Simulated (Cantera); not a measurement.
Cantera run:

```python
import numpy as np
import cantera as ct

gas_names = """
    C CN CO CO2 C2 CCN CNC C2N2 C2O C3 C3O2 C4 C4N2 C5 Cu CuO Cu2 N NCO NO NO2 NO3 N2 N2O O O2 O3
""".split()
cond_names = """
    C(gr) Cu(cr) Cu(L) CuO(s) Cu2O(s) Cu2O(L)
""".split()


# ... load() reads the species with a 1 bar reference pressure and builds the phases ...
atoms = {
    'CuO': {'Cu': 1, 'O': 1},
    'C': {'C': 1},
    'N2': {'N': 2},
}
top_T = {'C(gr)': 4500, 'CuO(s)': 1390}  # K; cautious upper limits of use, not melting points


# ... equilibrate(T, P, feed) seeds the gas with the atoms and calls Mixture.equilibrate('TP', solver="vcs", rtol=1e-11, max_steps=5000) ...
results = []
feed = {'CuO': 1, 'C': 2.4, 'N2': 3.8}  # mol
P = 160  # Pa
for T in [1375, 1475, 1575, 1675, 1775, 1875, 1975]:
    mix = equilibrate(T, P, feed)
    results.append((T, P, feed, dict(zip(mix.species_names, mix.species_moles))))

top = {s: max(r[3][s] / sum(r[3][g] for g in gas_names) for r in results) for s in gas_names}
cols = sorted((s for s in top if top[s] > 0.001), key=lambda s: -top[s])[:5]
seen = [c for c in cond_names if any(r[3].get(c, 0) > 1e-12 for r in results)]
print("log10 of partial pressures in bar; condensed amounts in mol")
print(f"{'T/K':>10s}" + "".join(f"{s[:9]:>10s}" for s in cols + seen))
for T, P, feed, n in results:
    ng = sum(n[g] for g in gas_names)
    print(f"{T:10.4g}" + "".join(f"{np.log10(max(n[s] / ng * P / 1e5, 1e-99)):10.3f}" for s in cols)
          + "".join(f"{n.get(c, 0):10.4g}" for c in seen))
```

It prints:

```
log10 of partial pressures in bar; condensed amounts in mol
       T/K        N2        CO        Cu     C(gr)     Cu(L)
      1375    -2.898    -3.477    -6.085       1.4    0.9975
      1475    -2.899    -3.479    -5.271       1.4    0.9839
      1575    -2.905    -3.485    -4.563       1.4    0.9165
      1675    -2.930    -3.509    -3.942       1.4    0.6304
      1775    -2.979    -3.559    -3.560       1.4         0
      1875    -2.979    -3.559    -3.560       1.4         0
      1975    -2.980    -3.559    -3.560       1.4         0
```

Method: chemical equilibrium by Gibbs-energy minimisation in Cantera with the NASA 1993 tables (ideal gas, pure condensed phases).
